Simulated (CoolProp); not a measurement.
Vapour-liquid equilibrium of 1-butene (1) + n-butane (2) at 241 K; x and y are mole fractions of (1).

Computed with CoolProp (multi-fluid Helmholtz-energy mixture model, Lemmon 2005 and Bücker 2006; pair parameters Bell 2016).

```tsv
x	bubble pressure (kPa)	y at the bubble point	dew pressure at overall composition x (kPa)	liquid density (mol/L)
0.05	25.73	0.064	25.64	10.94
0.125	26.34	0.158	26.12	11.00
0.2	26.95	…	26.62	11.05
0.275	27.57	0.333	27.15	11.11
0.35	28.18	0.415	27.69	11.16
0.425	28.78	0.492	28.26	11.22
0.5	29.37	0.566	28.85	11.27
0.575	29.94	…	29.44	11.33
0.65	…	0.704	30.05	…
0.725	30.99	0.769	30.65	11.44
0.8	31.48	0.833	31.24	11.50
0.875	31.94	0.895	31.80	11.56
0.95	…	0.958	…	11.62
```

Question: Fill in the missing entries.

Answer: 
- 0.2, y at the bubble point: 0.248
- 0.575, y at the bubble point: 0.636
- 0.65, bubble pressure (kPa): 30.48
- 0.65, liquid density (mol/L): 11.39
- 0.95, bubble pressure (kPa): 32.37
- 0.95, dew pressure at overall composition x (kPa): 32.31

No azeotrope shows between x = 0.05 and 0.95.

The pair parameters rest on a limited set of measurements; away from them the model extrapolates.
